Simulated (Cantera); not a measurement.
Input: 1 mol SiCl4, 0.35 mol HCl, 100 mol H2, 0.032 mol Cl2, at 0.0100 bar.

Cantera equilibrium calculation (NASA polynomials, part measured and part estimated; ideal gas, pure solids and liquids). Candidate condensed phases: Si; 19 gas species. Equilibrium is a limit: real reactors are often held back by kinetics, nucleation or transport.

Which condensed phases are stable at each of these points (T (°C)): 527, 577, 627, 677, 727, 777, 827, 877, 927, 977?


```
T (°C)  condensed phases  Si condensed (%)
------  ----------------  ----------------
527             gas only               0.0
577             gas only               0.0
627                Si(s)               1.2
677                Si(s)              12.2
727                Si(s)              25.6
777                Si(s)              39.6
827                Si(s)              51.3
877                Si(s)              58.7
927                Si(s)              61.9
977                Si(s)              62.5
```

From 527 °C to 577 °C nothing is condensed. From 627 °C to 977 °C the condensed part is Si(s).
